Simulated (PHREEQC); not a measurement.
A column of 0.1 m (30 cells, dispersivity 0.008 m, 720 s a shift, diffusion coefficient 3e-10 m²/s) holds 0.00098 eq of the database's cation exchanger X per kg of pore water, first in equilibrium with 0.47 mmol/kgw KCl, 77 mmol/kgw KBr and 0.01 mmol/kgw HCl. It is flushed with 0.97 mmol/kgw MgSO4 and 0.01 mmol/kgw HCl, at 25 °C. Values are for the last cell. No CO2 enters from the air. Nothing may precipitate in this run.

Base run: PHREEQC, ion-association model, phreeqc.dat. Each further column changes one thing. The table gives Mg in solution (mol/kgw).

```tsv
pore volumes	base	exchange capacity from 0.00098 to 0.00049 eq/kgw	dispersivity from 0.008 to 0.016 m
0	0	0	0
0.4167	1.30e-5	?	5.98e-5
0.8167	0.000270	?	?
1.217	0.000434	0.000571	0.000526
1.617	0.000502	0.000698	0.000586
2.017	0.000690	0.000829	?
2.417	0.000851	0.000913	0.000764
2.817	0.000926	0.000950	0.000848
3.217	0.000955	?	?
3.617	0.000965	0.000968	0.000934
4.017	0.000968	0.000969	0.000952
```

Q: Some entries are withheld; supply them.

A: 
- 0.4167, exchange capacity from 0.00098 to 0.00049 eq/kgw: 1.41e-5
- 0.8167, exchange capacity from 0.00098 to 0.00049 eq/kgw: 0.000311
- 0.8167, dispersivity from 0.008 to 0.016 m: 0.000358
- 2.017, dispersivity from 0.008 to 0.016 m: 0.000663
- 3.217, exchange capacity from 0.00098 to 0.00049 eq/kgw: 0.000963
- 3.217, dispersivity from 0.008 to 0.016 m: 0.000902
